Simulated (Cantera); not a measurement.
Input: 1 mol Si3N4, a varied amount of CO2, 280 mol N2, equilibrated at 1702 °C and 38.0 mbar.

These are equilibrium values from Cantera (NASA tables, ideal gas, pure condensed phases), not measurements of a reactor. Candidate condensed phases: C, Si, SiC, SiO2, Si2N2O, Si3N4; 34 gas species. Mutual solubility and eutectic melting of coexisting phases are not modelled. Rates play no part.

### Question
Which condensed phases are stable at each of these points (n(CO2) (mol)): 0.056, 0.078, 0.11, 0.15, 0.21, 0.3, 0.42, 0.58, 0.81, 1.1, 1.6, 2.2?

### Answer
| n(CO2) (mol) | condensed phases | Si condensed (%) |
|---|---|---|
| 0.056 | Si(l) + SiC(s) | 86.9 |
| 0.078 | Si(l) + SiC(s) | 85.7 |
| 0.11 | Si(l) + SiC(s) | 84.1 |
| 0.15 | Si(l) + SiC(s) | 82.0 |
| 0.21 | Si(l) + SiC(s) | 78.9 |
| 0.3 | Si(l) + SiC(s) | 74.2 |
| 0.42 | Si(l) + SiC(s) | 68.0 |
| 0.58 | Si(l) + SiC(s) | 59.6 |
| 0.81 | Si(l) + SiC(s) | 47.7 |
| 1.1 | Si(l) + SiC(s) | 32.6 |
| 1.6 | SiC(s) | 19.3 |
| 2.2 | SiC(s) | 10.3 |

From 0.056 mol CO2 to 1.1 mol CO2 the condensed part is Si(l) + SiC(s). From 1.6 mol CO2 to 2.2 mol CO2 the condensed part is SiC(s).
